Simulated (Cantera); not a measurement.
An isothermal, constant-pressure homogeneous reactor starts with 28.6 % CH₄, 71.4 % N₂, at 1350 K and 100.0 Torr.

Model: GRI-Mech 3.0 (53 species, 325 reactions), integrated in Cantera. GRI-Mech 3.0 stops at C3 and has no aromatics, soot or wall deposition, so with more carbon than oxygen in the feed, carbon stays in small species such as C2H2 where larger ones or solid carbon would form.

x: mole fraction; the columns are a selection and need not sum to one.

```json
[
 {"t (s)": "1.00e-5", "x CH₄": "0.286", "x C₂H": "<1e-12", "x H₂": "4.55e-9", "x HCN": "<1e-12", "x CH₂": "<1e-12", "x H": "1.23e-9"},
 {"t (s)": "3.32e-5", "x CH₄": "0.286", "x C₂H": "<1e-12", "x H₂": "1.80e-8", "x HCN": "<1e-12", "x CH₂": "<1e-12", "x H": "1.25e-9"},
 {"t (s)": "0.000110", "x CH₄": "0.286", "x C₂H": "<1e-12", "x H₂": "6.26e-8", "x HCN": "<1e-12", "x CH₂": "<1e-12", "x H": "1.25e-9"},
 {"t (s)": "0.000367", "x CH₄": "0.286", "x C₂H": "<1e-12", "x H₂": "2.11e-7", "x HCN": "<1e-12", "x CH₂": "<1e-12", "x H": "1.25e-9"},
 {"t (s)": "0.00122", "x CH₄": "0.286", "x C₂H": "<1e-12", "x H₂": "7.04e-7", "x HCN": "<1e-12", "x CH₂": "<1e-12", "x H": "1.25e-9"},
 {"t (s)": "0.00405", "x CH₄": "0.286", "x C₂H": "<1e-12", "x H₂": "2.36e-6", "x HCN": "<1e-12", "x CH₂": "2.49e-12", "x H": "1.28e-9"},
 {"t (s)": "0.0135", "x CH₄": "0.286", "x C₂H": "<1e-12", "x H₂": "8.33e-6", "x HCN": "<1e-12", "x CH₂": "1.94e-11", "x H": "1.49e-9"},
 {"t (s)": "0.0447", "x CH₄": "0.286", "x C₂H": "<1e-12", "x H₂": "3.34e-5", "x HCN": "<1e-12", "x CH₂": "5.30e-11", "x H": "2.02e-9"},
 {"t (s)": "0.149", "x CH₄": "0.285", "x C₂H": "<1e-12", "x H₂": "?", "x HCN": "<1e-12", "x CH₂": "1.12e-10", "x H": "?"},
 {"t (s)": "0.494", "x CH₄": "0.285", "x C₂H": "<1e-12", "x H₂": "0.000809", "x HCN": "<1e-12", "x CH₂": "2.44e-10", "x H": "1.17e-8"},
 {"t (s)": "1.64", "x CH₄": "0.281", "x C₂H": "5.25e-12", "x H₂": "0.00463", "x HCN": "<1e-12", "x CH₂": "3.13e-10", "x H": "5.02e-8"},
 {"t (s)": "5.45", "x CH₄": "0.268", "x C₂H": "3.15e-11", "x H₂": "0.0190", "x HCN": "2.59e-12", "x CH₂": "2.54e-10", "x H": "1.69e-7"},
 {"t (s)": "18.1", "x CH₄": "0.237", "x C₂H": "9.06e-11", "x H₂": "0.0558", "x HCN": "1.62e-11", "x CH₂": "1.76e-10", "x H": "4.24e-7"},
 {"t (s)": "60.2", "x CH₄": "0.174", "x C₂H": "1.97e-10", "x H₂": "0.129", "x HCN": "7.39e-11", "x CH₂": "1.12e-10", "x H": "9.07e-7"},
 {"t (s)": "200", "x CH₄": "?", "x C₂H": "4.07e-10", "x H₂": "?", "x HCN": "2.98e-10", "x CH₂": "7.38e-11", "x H": "?"}
]
```

Q: What belongs in the gaps?

A: 
- 0.149, x H₂: 0.000146
- 0.149, x H: 3.57e-9
- 200, x CH₄: 0.0849
- 200, x H₂: 0.232
- 200, x H: 1.89e-6
